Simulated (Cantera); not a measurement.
An isothermal, constant-pressure homogeneous reactor starts with NO : N2 = 1 : 9.1 (molar parts), at 1900 K and 1200 Torr.

Model: GRI-Mech 3.0 (53 species, 325 reactions), integrated in Cantera.

Predict: x(NO) at 10.0 s; x(O2) at 10.0 s; x(O) at 10.0 s; x(N2O) at 10.0 s; x(NO2) at 10.0 s.


| Quantity | Value |
|---|---|
| x(NO) at 10.0 s | 0.0173 (gas-phase equilibrium 0.00302) |
| x(O2) at 10.0 s | 0.0408 (gas-phase equilibrium 0.0480) |
| x(O) at 10.0 s | 4.81e-5 (gas-phase equilibrium 5.20e-5) |
| x(N2O) at 10.0 s | 3.51e-7 (gas-phase equilibrium 2.38e-7) |
| x(NO2) at 10.0 s | 1.99e-5 (gas-phase equilibrium 3.75e-6) |
